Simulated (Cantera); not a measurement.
## Thermodynamics of carbothermic reduction, feed CuO + C + N2

A closed system holds: 1 mol CuO, 4.8 mol C, 0.84 mol N2, equilibrated at 1.33 mbar.

Cantera equilibrium calculation (NASA polynomials, part measured and part estimated; ideal gas, pure solids and liquids). Candidate condensed phases: C, Cu, CuO, Cu2O; 27 gas species. The numbers say what is thermodynamically allowed, not how fast it happens.

| T (°C) | log p CO | log p N2 | log p Cu | log p CO2 | log p Cu2 | log p CN | n C(graphite) | n Cu(s) | n Cu(l) |
|---|---|---|---|---|---|---|---|---|---|
| 527 | -3.18 | -3.20 | <-14 | -4.36 | <-14 | <-14 | 3.86 | 1.00 | 0 |
| 627 | -3.14 | -3.21 | -12.74 | -5.54 | <-14 | <-14 | 3.80 | 1.00 | 0 |
| 727 | -3.14 | -3.22 | -10.81 | -6.53 | <-14 | <-14 | 3.80 | 1.00 | 0 |
| 827 | -3.14 | -3.22 | -9.23 | -7.33 | -14.32 | <-14 | 3.80 | 1.000 | 0 |
| 927 | -3.14 | -3.22 | -7.91 | -8.00 | -12.46 | <-14 | 3.80 | 1.000 | 0 |
| 1027 | -3.14 | -3.22 | -6.80 | -8.57 | -10.89 | -13.99 | 3.80 | 1.000 | 0 |
| 1127 | -3.14 | -3.22 | -5.87 | -9.05 | -9.58 | -12.74 | 3.80 | 0 | 0.998 |
| 1227 | -3.14 | -3.22 | -5.08 | -9.46 | -8.49 | -11.65 | 3.80 | 0 | 0.989 |
| 1327 | -3.15 | -3.23 | -4.40 | -9.84 | -7.55 | -10.70 | 3.80 | 0 | 0.943 |
| 1427 | -3.20 | -3.27 | -3.80 | -10.24 | -6.72 | -9.89 | 3.80 | 0 | 0.751 |
| 1527 | -3.33 | -3.40 | -3.33 | -10.78 | -6.11 | -9.21 | 3.80 | 0 | 0 |
| 1627 | -3.33 | -3.40 | -3.33 | -11.03 | -6.41 | -8.55 | 3.80 | 0 | 0 |
| 1727 | -3.33 | -3.40 | -3.33 | -11.25 | -6.68 | -7.95 | 3.80 | 0 | 0 |
| 1827 | -3.33 | -3.40 | -3.33 | -11.45 | -6.92 | -7.41 | 3.80 | 0 | 0 |
log p: log10 of the partial pressure in bar; n: condensed amount in mol.

From 527 °C to 1027 °C the condensed part is C(graphite) + Cu(s). From 1127 °C to 1427 °C the condensed part is C(graphite) + Cu(l). From 1527 °C to 1827 °C the condensed part is C(graphite).
